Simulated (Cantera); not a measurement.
Cantera run:

```python
import numpy as np
import cantera as ct

gas_names = """
    Cu CuF CuF2 Cu2 F F2 H HF H2 H2F2 H3F3 H4F4 H5F5 H6F6 H7F7 N NF NF2 NF3 NH NH2 NH3 N2 N2H2 N2H4
""".split()
cond_names = """
    Cu(cr) Cu(L) CuF2(s) CuF2(L)
""".split()


# ... load() reads the species with a 1 bar reference pressure and builds the phases ...
atoms = {
    'Cu': {'Cu': 1},
    'HF': {'H': 1, 'F': 1},
    'N2': {'N': 2},
}
top_T = {}  # K; cautious upper limits of use, not melting points


# ... equilibrate(T, P, feed) seeds the gas with the atoms and calls Mixture.equilibrate('TP', solver="vcs", rtol=1e-11, max_steps=5000) ...
results = []
T = 1275  # K
P = 90  # Pa
for m in [0.2, 0.31, 0.48, 0.75, 1.2, 1.8, 2.9, 4.5, 7, 11, 17, 27, 42]:
    feed = {'Cu': 1, 'HF': 3.2, 'N2': m}  # mol
    mix = equilibrate(T, P, feed)
    results.append((T, P, feed, dict(zip(mix.species_names, mix.species_moles))))

top = {s: max(r[3][s] / sum(r[3][g] for g in gas_names) for r in results) for s in gas_names}
cols = sorted((s for s in top if top[s] > 1e-06), key=lambda s: -top[s])[:7]
seen = [c for c in cond_names if any(r[3].get(c, 0) > 1e-12 for r in results)]
print("log10 of partial pressures in bar; condensed amounts in mol")
print(f"{'n(N2)':>10s}" + "".join(f"{s[:9]:>10s}" for s in cols + seen))
for T, P, feed, n in results:
    ng = sum(n[g] for g in gas_names)
    print(f"{feed['N2']:10.4g}" + "".join(f"{np.log10(max(n[s] / ng * P / 1e5, 1e-99)):10.3f}" for s in cols)
          + "".join(f"{n.get(c, 0):10.4g}" for c in seen))
```

It prints:

```
log10 of partial pressures in bar; condensed amounts in mol
     n(N2)        HF        N2       CuF        H2        Cu    Cu(cr)
       0.2    -3.073    -4.276    -6.216    -6.518    -7.063    0.9974
      0.31    -3.086    -4.100    -6.226    -6.527    -7.063    0.9973
      0.48    -3.107    -3.931    -6.239    -6.541    -7.063    0.9973
      0.75    -3.138    -3.767    -6.260    -6.561    -7.063    0.9972
       1.2    -3.185    -3.610    -6.291    -6.592    -7.063    0.9971
       1.8    -3.240    -3.490    -6.328    -6.629    -7.063    0.9969
       2.9    -3.326    -3.369    -6.386    -6.687    -7.063    0.9966
       4.5    -3.428    -3.279    -6.453    -6.754    -7.063    0.9962
         7    -3.550    -3.209    -6.535    -6.836    -7.063    0.9957
        11    -3.693    -3.157    -6.630    -6.932    -7.063    0.9949
        17    -3.847    -3.121    -6.732    -7.034    -7.063    0.9939
        27    -4.021    -3.094    -6.849    -7.150    -7.063    0.9923
        42    -4.197    -3.078    -6.966    -7.267    -7.063    0.9902
```

Cantera equilibrium calculation (NASA polynomials, part measured and part estimated; ideal gas, pure solids and liquids).
